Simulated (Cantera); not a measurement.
What does this Cantera script print?

```python
import numpy as np
import cantera as ct

gas = ct.Solution("gri30.yaml")
gas.TPX = 1375, 3200, {'H2': 0.046, 'O2': 1}
reactor = ct.IdealGasConstPressureReactor(gas, energy="off", clone=False)
net = ct.ReactorNet([reactor])
net.rtol, net.atol = 1e-08, 1e-18
show = ['H2', 'O2', 'H', 'OH', 'HO2']
times = np.geomspace(0.0001, 1, 12)

steps = ct.SolutionArray(gas, extra=["t"])
rows = []
print(f"{'t/s':>10s}{'T/K':>9s}{'P/Pa':>11s}" + "".join(f"{s:>11s}" for s in show))
for t in times:
    while net.time < t:
        t_next = net.step()
        steps.append(gas.state, t=t_next)
    rows.append([np.interp(t, steps.t, y) for y in (steps.T, steps.P, *steps(*show).X.T)])
    print(f"{t:10.3e}{rows[-1][0]:9.1f}{rows[-1][1]:11.4g}" + "".join(f"{x:11.3e}" for x in rows[-1][2:]))
rate = np.gradient(steps.T, steps.t)
print("integrator steps:", len(steps.t))
if steps.T.max() > steps.T[0] + 200:
    print(f"time of steepest temperature rise: {steps.t[rate.argmax()]:.4e} s")
gas.TPX = 1375, 3200, {'H2': 0.046, 'O2': 1}
gas.equilibrate("TP")
print(f"equilibrium (TP): T = {gas.T:.1f} K  " + "  ".join(f"{s} {gas[s].X[0]:.3e}" for s in show))
```

Result:

```
       t/s      T/K       P/Pa         H2         O2          H         OH        HO2
 1.000e-04   1375.0       3200  4.398e-02  9.560e-01  1.854e-07  3.951e-07  1.667e-07
 2.310e-04   1375.0       3200  4.395e-02  9.560e-01  4.831e-06  1.087e-05  4.176e-07
 5.337e-04   1375.0       3200  2.404e-02  9.399e-01  3.757e-03  6.605e-03  4.469e-06
 1.233e-03   1375.0       3200  6.670e-04  9.196e-01  4.525e-03  4.933e-03  4.330e-06
 2.848e-03   1375.0       3200  5.942e-04  9.231e-01  3.843e-03  4.680e-03  4.183e-06
 6.579e-03   1375.0       3200  4.785e-04  9.297e-01  2.712e-03  4.213e-03  3.877e-06
 1.520e-02   1375.0       3200  3.044e-04  9.392e-01  1.333e-03  3.375e-03  3.231e-06
 3.511e-02   1375.0       3200  1.345e-04  9.479e-01  3.808e-04  2.253e-03  2.172e-06
 8.111e-02   1375.0       3200  4.111e-05  9.526e-01  6.346e-05  1.250e-03  1.069e-06
 1.874e-01   1375.0       3200  1.027e-05  9.543e-01  7.899e-06  6.268e-04  3.966e-07
 4.329e-01   1375.0       3200  2.541e-06  9.548e-01  9.729e-07  3.125e-04  1.349e-07
 1.000e+00   1375.0       3200  6.974e-07  9.549e-01  1.403e-07  1.640e-04  6.024e-08
integrator steps: 1446
equilibrium (TP): T = 1375.0 K  H2 7.914e-08  O2 9.550e-01  H 5.425e-09  OH 5.542e-05  HO2 6.479e-08
```

Cantera simulation using GRI-Mech 3.0 (53 species, 325 reactions); the numbers are that mechanism's predictions, not measurements. Radical loss at walls, strong at low pressure, is not modelled. The temperature is held fixed by assumption; the heat of reaction is taken as removed at once.
